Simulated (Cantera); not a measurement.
## Stirred combustor or abatement burner

A perfectly stirred reactor is fed with CH₃OH : O₂ : N₂ = 1 : 3.19 : 12 (molar parts), at 14.0 bar; it is adiabatic with a 450 K inlet, and is followed from long to short residence time, starting on the burning branch (τ in s: 0.072, 0.035, 0.017, 0.0082, 0.004, 0.0019, 0.00093, 0.00045, 0.00022, 0.00011, 5.1e-05, 2.5e-05).

Model: GRI-Mech 3.0 (53 species, 325 reactions), integrated in Cantera. GRI-Mech 3.0 was tuned for natural gas; its chemistry of methanol as a main component is partial and can be far from experiment. The pressure lies above the range GRI-Mech 3.0 was tuned for (to about 10 atm).

| τ (s) | T (K) | x CH₃OH | x O₂ | x HCN | x HO₂ | x C₂H₆ | x CH₃ |
|---|---|---|---|---|---|---|---|
| 0.072 | 1599 | 4.48e-6 | 0.101 | 5.83e-12 | 2.94e-6 | <1e-12 | 7.97e-9 |
| 0.035 | 1597 | 8.47e-6 | 0.101 | 7.74e-12 | 5.19e-6 | <1e-12 | 1.35e-8 |
| 0.017 | 1595 | 1.63e-5 | 0.102 | 1.08e-11 | 9.61e-6 | 1.08e-12 | 2.29e-8 |
| 0.0082 | 1589 | 3.30e-5 | 0.102 | 1.54e-11 | 1.87e-5 | 3.16e-12 | 3.93e-8 |
| 0.0040 | 1578 | 7.14e-5 | 0.103 | 1.99e-11 | 3.80e-5 | 9.57e-12 | 6.54e-8 |
| 0.0019 | 1543 | 0.000201 | 0.105 | 1.62e-11 | 8.71e-5 | 3.00e-11 | 9.48e-8 |
| 0.00093 | 450 | 0.0618 | 0.197 | <1e-12 | <1e-12 | <1e-12 | <1e-12 |
| 0.00045 | 450 | 0.0618 | 0.197 | <1e-12 | <1e-12 | <1e-12 | <1e-12 |
| 0.00022 | 450 | 0.0618 | 0.197 | <1e-12 | <1e-12 | <1e-12 | <1e-12 |
| 0.00011 | 450 | 0.0618 | 0.197 | <1e-12 | <1e-12 | <1e-12 | <1e-12 |
| 5.1e-5 | 450 | 0.0618 | 0.197 | <1e-12 | <1e-12 | <1e-12 | <1e-12 |
| 2.5e-5 | 450 | 0.0618 | 0.197 | <1e-12 | <1e-12 | <1e-12 | <1e-12 |
x: mole fraction; the columns are a selection and need not sum to one.
